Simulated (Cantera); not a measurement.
Source: NASA polynomial tables (part measured, part estimated), evaluated in Cantera. Values are per mole of reaction as written; species without (g) are pure solids or liquids, kept so even where they would boil at 1 bar.

Task: Between 798 and 1048 K, where is each reaction favourable under standard conditions?
- 4 KHF2 + S2(g) = 8 F(g) + 2 H2S(g) + 4 K

Result: 
- 4 KHF2 + S2(g) = 8 F(g) + 2 H2S(g) + 4 K: ΔG° is 3196 kJ at 798 K and 2915 kJ at 1048 K; it stays positive (K < 1). ΔH° is 4085 kJ and ΔS° 1117 J/K at 1048 K.
